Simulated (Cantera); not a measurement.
Cantera run, input and output.

```python
import numpy as np
import cantera as ct

gas = ct.Solution("h2o2.yaml")
gas.TPX = 1500, 24000, {'H2': 1, 'O2': 0.333, 'N2': 2.67}
reactor = ct.IdealGasReactor(gas, energy="on", clone=False)
net = ct.ReactorNet([reactor])
net.rtol, net.atol = 1e-08, 1e-16
show = ['H2', 'O2', 'H2O', 'O', 'H2O2', 'H', 'OH']
times = np.geomspace(4e-06, 0.9, 10)

steps = ct.SolutionArray(gas, extra=["t"])
rows = []
print(f"{'t/s':>10s}{'T/K':>9s}{'P/Pa':>11s}" + "".join(f"{s:>11s}" for s in show))
for t in times:
    while net.time < t:
        t_next = net.step()
        steps.append(gas.state, t=t_next)
    rows.append([np.interp(t, steps.t, y) for y in (steps.T, steps.P, *steps(*show).X.T)])
    print(f"{t:10.3e}{rows[-1][0]:9.1f}{rows[-1][1]:11.4g}" + "".join(f"{x:11.3e}" for x in rows[-1][2:]))
rate = np.gradient(steps.T, steps.t)
print("integrator steps:", len(steps.t))
if steps.T.max() > steps.T[0] + 200:
    print(f"time of steepest temperature rise: {steps.t[rate.argmax()]:.4e} s")
gas.TPX = 1500, 24000, {'H2': 1, 'O2': 0.333, 'N2': 2.67}
gas.equilibrate("UV")
print(f"equilibrium (UV): T = {gas.T:.1f} K  " + "  ".join(f"{s} {gas[s].X[0]:.3e}" for s in show))
```

Output:

```
       t/s      T/K       P/Pa         H2         O2        H2O          O       H2O2          H         OH
 4.000e-06   1500.0    2.4e+04  2.498e-01  8.319e-02  3.393e-08  1.228e-08  7.321e-10  1.495e-07  1.065e-08
 1.573e-05   1500.0    2.4e+04  2.498e-01  8.319e-02  1.538e-06  1.858e-07  9.361e-09  1.857e-06  1.580e-07
 6.186e-05   1503.0  2.405e+04  2.446e-01  8.114e-02  3.498e-03  3.198e-04  1.254e-07  3.141e-03  2.723e-04
 2.433e-04   1874.0  2.947e+04  7.420e-02  8.019e-03  1.311e-01  1.035e-02  1.410e-07  8.594e-02  1.179e-02
 9.568e-04   2352.1  3.587e+04  8.415e-02  3.680e-03  1.484e-01  5.005e-03  3.742e-08  4.527e-02  1.377e-02
 3.763e-03   2640.2  3.951e+04  8.730e-02  1.332e-03  1.631e-01  1.754e-03  3.476e-08  2.302e-02  1.035e-02
 1.480e-02   2650.6  3.964e+04  8.739e-02  1.257e-03  1.637e-01  1.653e-03  3.496e-08  2.223e-02  1.013e-02
 5.819e-02   2650.6  3.964e+04  8.739e-02  1.257e-03  1.637e-01  1.653e-03  3.496e-08  2.223e-02  1.013e-02
 2.289e-01   2650.6  3.964e+04  8.739e-02  1.257e-03  1.637e-01  1.653e-03  3.496e-08  2.223e-02  1.013e-02
 9.000e-01   2650.6  3.964e+04  8.739e-02  1.257e-03  1.637e-01  1.653e-03  3.496e-08  2.223e-02  1.013e-02
integrator steps: 1190
time of steepest temperature rise: 8.5144e-05 s
equilibrium (UV): T = 2650.6 K  H2 8.739e-02  O2 1.257e-03  H2O 1.637e-01  O 1.653e-03  H2O2 3.496e-08  H 2.223e-02  OH 1.013e-02
```

Model: the H2/O2 subset of GRI-Mech 3.0, which has no nitrogen chemistry, integrated in Cantera.
